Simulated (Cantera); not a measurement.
**Adiabatic ignition**

An adiabatic, constant-pressure homogeneous reactor starts with CH3OH : O2 : N2 = 1 : 3.57 : 13.4 (molar parts), equivalence ratio 0.42, at 1575 K and 1.10 bar.

Computed with Cantera and GRI-Mech 3.0 (53 species, 325 reactions). GRI-Mech 3.0 was tuned for natural gas; its chemistry of methanol as a main component is partial and can be far from experiment.

```tsv
t (s)	T (K)	x CH3OH	x O2	x C2H2	x C2H6	x HCN	x C2H4
8.00e-6	1575	0.0555	0.199	2.08e-11	1.39e-8	<1e-12	5.52e-9
2.58e-5	1575	0.0550	0.198	9.25e-11	1.46e-7	<1e-12	5.63e-8
8.31e-5	1592	0.0472	0.193	1.13e-9	2.40e-7	8.00e-12	1.52e-7
0.000268	2260	<1e-12	0.109	<1e-12	<1e-12	<1e-12	<1e-12
0.000863	2413	<1e-12	0.110	<1e-12	<1e-12	<1e-12	<1e-12
0.00278	2415	<1e-12	0.109	<1e-12	<1e-12	<1e-12	<1e-12
0.00896	2411	<1e-12	0.108	<1e-12	<1e-12	1.23e-12	<1e-12
0.0289	2403	<1e-12	0.106	<1e-12	<1e-12	1.76e-12	<1e-12
0.0931	2396	<1e-12	0.104	<1e-12	<1e-12	2.07e-12	<1e-12
0.300	2396	<1e-12	0.104	<1e-12	<1e-12	2.09e-12	<1e-12
```
x: mole fraction; the columns are a selection and need not sum to one.

| Quantity | Value |
|---|---|
| time of steepest temperature rise | 0.155 ms |
| temperature at 0.300 s | 2396 K |
| equilibrium temperature | 2396 K |
| x(CH3OH) at 0.300 s | <1e-12 (gas-phase equilibrium <1e-12) |
| x(O2) at 0.300 s | 0.104 (gas-phase equilibrium 0.104) |
| x(C2H2) at 0.300 s | <1e-12 (gas-phase equilibrium <1e-12) |
